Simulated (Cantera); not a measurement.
Input: 1 mol SiHCl3, 12 mol H2, held at 952 °C and 1.33 mbar.

Equilibrium computed with Cantera from the NASA thermochemical tables; the gas is ideal and each condensed phase is pure. The tables' values for SiCl3 are old estimates; treat these amounts as uncertain. Equilibrium is a limit: real reactors are often held back by kinetics, nucleation or transport.

| species | before | after |
|---|---|---|
| H2 | 0.840 | 0.837 |
| HCl | 0.114 | 0.117 |
| SiCl2 | 0.0378 | 0.0421 |
| SiCl4 | 0.00303 | 0.00119 |
| H | 7.82e-6 | 1.79e-5 |
| SiHCl3 | 0.000697 | 0.000341 |
| SiH2Cl2 | 2.14e-5 | 1.35e-5 |
| SiCl3 | 0.00381 | 0.00276 |
| Si(s), mol | 0.368 | 0.353 |
Gas species are given as mole fractions.

Problem. What was changed between the two runs?
A. temperature from 952 °C to 1000 °C
B. temperature from 952 °C to 827 °C
C. H2 from 12 to 850 mol
D. H2 from 12 to 390 mol

Solution. A, temperature from 952 °C to 1000 °C
